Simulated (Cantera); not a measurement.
## Equilibrium for tantalum, niobium, vanadium and zirconium in process gases: Ta(OEt)₅ + CO₂

A closed system holds: 1 mol Ta(OEt)₅, 7.1 mol CO₂, equilibrated at 338 Torr.

Cantera equilibrium calculation (NASA polynomials, part measured and part estimated; ideal gas, pure solids and liquids). Candidate condensed phases: C, C₆H₆, C₇H₈, C₈H₁₈, H₂O, Ta, TaC, Ta₂O₅; 113 gas species. The feed counts by its element totals alone. Mutual solubility and eutectic melting of coexisting phases are not modelled. TaC: taken at fixed stoichiometry. Condensed phases not in the tables: Ta₂C. Rates play no part.

From 800 K to 1250 K the condensed part is C(graphite) + Ta₂O₅(s). At 1300 K the condensed part is TaC(s) + Ta₂O₅(s).

```tsv
T (K)	x CO	x H₂	x CO₂	x H₂O	x CH₄	x H	x C₂H₆	n C(graphite)	n Ta₂O₅(s)	n TaC(s)
800	0.0806	0.310	0.289	0.263	0.0581	2.40e-12	2.18e-7	9.35	0.500	0
850	0.160	0.368	0.248	0.187	0.0379	1.85e-11	1.47e-7	8.26	0.500	0
900	0.271	0.403	0.184	0.119	0.0228	1.11e-10	8.60e-8	6.58	0.500	0
950	0.388	0.417	0.113	0.0681	0.0131	5.36e-10	4.59e-8	4.52	0.500	0
1000	0.478	0.421	0.0583	0.0357	0.00760	2.19e-9	2.42e-8	2.69	0.500	0
1050	0.528	0.422	0.0269	0.0182	0.00459	7.85e-9	1.34e-8	1.53	0.500	0
1100	0.552	0.423	0.0121	0.00941	0.00289	2.51e-8	7.79e-9	0.931	0.500	0
1150	0.563	0.425	0.00562	0.00504	0.00190	7.25e-8	4.74e-9	0.653	0.500	0
1200	0.568	0.426	0.00274	0.00282	0.00129	1.92e-7	3.00e-9	0.524	0.500	0
1250	0.570	0.426	0.00141	0.00165	0.000899	4.71e-7	1.97e-9	0.463	0.500	0
1300	0.575	0.422	0.000830	0.00107	0.000586	1.07e-6	1.11e-9	0	0.437	0.125
```
x: gas mole fraction; n: condensed amount in mol.
